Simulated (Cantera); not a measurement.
An isothermal, constant-pressure homogeneous reactor starts with 0.621 % C₂H₆, 99.4 % N₂, at 1150 K and 0.0133 bar.

Model: GRI-Mech 3.0 (53 species, 325 reactions), integrated in Cantera. GRI-Mech 3.0 stops at C3 and has no aromatics, soot or wall deposition, so with more carbon than oxygen in the feed, carbon stays in small species such as C2H2 where larger ones or solid carbon would form. Radical loss at walls, strong at low pressure, is not modelled.

Q: Predict: x(C₂H₆) at 30.0 s; x(CH₄) at 30.0 s; x(C₂H₂) at 30.0 s; x(HCN) at 30.0 s; x(C₂H₄) at 30.0 s.

A: 
```json
{
 "x(C₂H₆) at 30.0 s": "5.09e-7 (gas-phase equilibrium 1.99e-10)",
 "x(CH₄) at 30.0 s": "0.000784 (gas-phase equilibrium 6.58e-5)",
 "x(C₂H₂) at 30.0 s": "0.00356 (gas-phase equilibrium 0.000980)",
 "x(HCN) at 30.0 s": "4.99e-9 (gas-phase equilibrium 0.0102)",
 "x(C₂H₄) at 30.0 s": "0.00220 (gas-phase equilibrium 4.32e-6)"
}
```
